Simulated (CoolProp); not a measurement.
Vapour-liquid equilibrium of R245fa (1) + isopentane (2) at 45.15 °C; x and y are mole fractions of (1).

Model: multi-fluid Helmholtz-energy mixture model, Akasaka 2015 and Lemmon 2006; pair parameters Bell 2016, in CoolProp.

### Question
Give the bubble pressure and the first vapour's composition at x = 0.275, 0.425, 0.575. Is there an azeotrope?

### Answer
x = 0.275: 326.1 kPa, y = 0.550; x = 0.425: 353.1 kPa, y = 0.621; x = 0.575: 363.1 kPa, y = 0.661. y crosses x between x = 0.65 and 0.725: the model has an azeotrope there.

Pair parameters are fitted to limited data, so mixtures are less certain than the pure fluids. With so large a gap from Raoult's law the liquid may split in two, which this calculation doesn't test in full.
